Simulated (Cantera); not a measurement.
A Cantera script and what it prints.

```python
import numpy as np
import cantera as ct

gas_names = """
    CL CL2 H HCL H2 N NH NH2 NH3 N2 N2H2 N2H4 Si SiCL SiCL2 SiCL3 SiCL4 SiH SiHCL3 SiH2 SiH2CL2 SiH3
    SiH3CL SiH4 SiN Si2 Si2N Si3
""".split()
cond_names = """
    NH4CL(a) NH4CL(b) Si(cr) Si(L) Si3N4(a)
""".split()


# ... load() reads the species with a 1 bar reference pressure and builds the phases ...
atoms = {
    'Si2Cl6': {'Si': 2, 'CL': 6},
    'HCl': {'H': 1, 'CL': 1},
    'N2': {'N': 2},
}
top_T = {'Si3N4(a)': 2400}  # K; cautious upper limits of use, not melting points


# ... equilibrate(T, P, feed) seeds the gas with the atoms and calls Mixture.equilibrate('TP', solver="vcs", rtol=1e-11, max_steps=5000) ...
results = []
feed = {'Si2Cl6': 1, 'HCl': 3.6, 'N2': 85}  # mol
P = 7500  # Pa
for T in [1350, 1375, 1400, 1425, 1450, 1475, 1500, 1525]:
    mix = equilibrate(T, P, feed)
    results.append((T, P, feed, dict(zip(mix.species_names, mix.species_moles))))

top = {s: max(r[3][s] / sum(r[3][g] for g in gas_names) for r in results) for s in gas_names}
cols = sorted((s for s in top if top[s] > 1e-05), key=lambda s: -top[s])[:8]
seen = [c for c in cond_names if any(r[3].get(c, 0) > 1e-12 for r in results)]
print("log10 of partial pressures in bar; condensed amounts in mol")
print(f"{'T/K':>10s}" + "".join(f"{s[:9]:>10s}" for s in cols + seen))
for T, P, feed, n in results:
    ng = sum(n[g] for g in gas_names)
    print(f"{T:10.4g}" + "".join(f"{np.log10(max(n[s] / ng * P / 1e5, 1e-99)):10.3f}" for s in cols)
          + "".join(f"{n.get(c, 0):10.4g}" for c in seen))
```

Output:

```
log10 of partial pressures in bar; condensed amounts in mol
       T/K        N2       HCL     SiCL4     SiCL2     SiCL3        H2        CL    SiHCL3  Si3N4(a)
      1350    -1.150    -2.574    -2.934    -3.989    -3.811    -3.778    -6.387    -5.379   0.09663
      1375    -1.151    -2.575    -2.956    -3.805    -3.712    -3.779    -6.232    -5.355   0.08181
      1400    -1.151    -2.575    -2.985    -3.632    -3.623    -3.776    -6.085    -5.336   0.06171
      1425    -1.151    -2.577    -3.024    -3.470    -3.544    -3.770    -5.945    -5.324   0.03522
      1450    -1.152    -2.579    -3.075    -3.320    -3.479    -3.759    -5.813    -5.319  0.001525
      1475    -1.152    -2.568    -3.100    -3.289    -3.460    -3.858    -5.618    -5.414         0
      1500    -1.152    -2.558    -3.122    -3.267    -3.445    -3.967    -5.423    -5.516         0
      1525    -1.152    -2.550    -3.141    -3.251    -3.432    -4.083    -5.231    -5.620         0
```

These are equilibrium values from Cantera (NASA tables, ideal gas, pure condensed phases), not measurements of a reactor. The feed counts by its element totals alone. N2 is the only nitrogen source here; it is nearly inert below about 1500 K, so the nitride shown seldom forms there in practice. The tables' values for SiCl3 are old estimates; treat these amounts as uncertain.
